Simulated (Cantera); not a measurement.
Feed: 1 mol SiO2, 0.028 mol Si, 0.11 mol H2, a varied amount of C, held at 1152 °C and 1 atm.

Equilibrium computed with Cantera from the NASA thermochemical tables; the gas is ideal and each condensed phase is pure. Candidate condensed phases: C, C6H6, C7H8, C8H18, H2O, Si, SiC, SiO2; 123 gas species. Mutual solubility and eutectic melting of coexisting phases are not modelled. The tables hold silica as quartz up to 1696 K and as liquid above; real silica turns to tridymite and cristobalite and melts near 1996 K. Rates play no part.

Question: Which condensed phases are stable at each of these points (n(C) (mol)): 0.018, 0.024, 0.03, 0.038, 0.049, 0.063, 0.08, 0.1, 0.13, 0.17, 0.21, 0.27, 0.35?

Answer: 
```csv
n(C) (mol),condensed phases,Si condensed (%)
0.018,Si(s) + SiC(s) + SiO2(β-quartz),100.0
0.024,Si(s) + SiC(s) + SiO2(β-quartz),100.0
0.03,C(graphite) + SiC(s) + SiO2(β-quartz),100.0
0.038,C(graphite) + SiC(s) + SiO2(β-quartz),100.0
0.049,C(graphite) + SiC(s) + SiO2(β-quartz),100.0
0.063,C(graphite) + SiC(s) + SiO2(β-quartz),100.0
0.08,C(graphite) + SiC(s) + SiO2(β-quartz),100.0
0.1,C(graphite) + SiC(s) + SiO2(β-quartz),100.0
0.13,C(graphite) + SiC(s) + SiO2(β-quartz),100.0
0.17,C(graphite) + SiC(s) + SiO2(β-quartz),100.0
0.21,C(graphite) + SiC(s) + SiO2(β-quartz),100.0
0.27,C(graphite) + SiC(s) + SiO2(β-quartz),100.0
0.35,C(graphite) + SiC(s) + SiO2(β-quartz),100.0
```

From 0.018 mol C to 0.024 mol C the condensed part is Si(s) + SiC(s) + SiO2(β-quartz). From 0.03 mol C to 0.35 mol C the condensed part is C(graphite) + SiC(s) + SiO2(β-quartz).
